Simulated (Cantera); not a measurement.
A closed system holds: 1 mol SiC, a varied amount of CO₂, 160 mol H₂, equilibrated at 2273 K and 1.00 bar.

Cantera equilibrium calculation (NASA polynomials, part measured and part estimated; ideal gas, pure solids and liquids). Candidate condensed phases: C, C₆H₆, C₇H₈, C₈H₁₈, H₂O, Si, SiC, SiO₂; 123 gas species. Gases not in the tables: Si₂H₆ and higher silanes. Equilibrium is a limit: real reactors are often held back by kinetics, nucleation or transport.

log p: log10 of the partial pressure in bar; n: condensed amount in mol.

```
n(CO₂) (mol)  log p H₂  log p CO  log p H  log p SiO  log p H₂O  n SiC(s)
------------  --------  --------  -------  ---------  ---------  --------
0.59             -0.01     -2.25    -2.08      -2.79      -5.97     0.593
0.67             -0.01     -2.19    -2.08      -2.73      -5.92     0.553
0.75             -0.01     -2.15    -2.08      -2.67      -5.87     0.513
0.85             -0.01     -2.09    -2.08      -2.62      -5.81       ___
0.96             -0.01     -2.04    -2.08      -2.56      -5.76       ___
1.1              -0.01     -1.99    -2.08      -2.50      -5.70       ___
1.2              -0.01     -1.95    -2.08      -2.46      -5.66       ___
1.4              -0.01     -1.88    -2.08      -2.39      -5.60       ___
1.5              -0.01     -1.86    -2.08      -2.36      -5.57       ___
1.7              -0.01     -1.80    -2.08      -2.30      -5.52       ___
2                -0.01     -1.74    -2.08      -2.22      -4.24         0
2.2              -0.02     -1.71    -2.08      -2.22      -2.92         0
2.5              -0.02     -1.67    -2.08      -2.22      -2.52         0
```

Q: Some entries are withheld; supply them.

A: 
- 0.85, n SiC(s): 0.463
- 0.96, n SiC(s): 0.408
- 1.1, n SiC(s): 0.338
- 1.2, n SiC(s): 0.287
- 1.4, n SiC(s): 0.187
- 1.5, n SiC(s): 0.137
- 1.7, n SiC(s): 0.0371
